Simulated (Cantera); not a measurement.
An isothermal, constant-pressure homogeneous reactor starts with 10.0 % H2, 14.9 % O2, 70.3 % N2, 4.78 % H2O, equivalence ratio 0.34, at 1350 K and 24000 Pa.

Detailed kinetics in Cantera: the H2/O2 subset of GRI-Mech 3.0, which has no nitrogen chemistry. The temperature is held fixed by assumption; the heat of reaction is taken as removed at once.

One state of this run: x H2 = 2.02e-7; x O2 = 0.105; x HO2 = 3.06e-8; x H2O = 0.156; x H2O2 = 1.96e-9; x OH = 2.76e-5; x O = 2.80e-7. x: mole fraction; the columns are a selection and need not sum to one.

Task: Which value of t (s) does it belong to?
(A) 0.0667
(B) 5.00
(C) 0.000211
(D) 5.00e-5

Result: B, 5.00
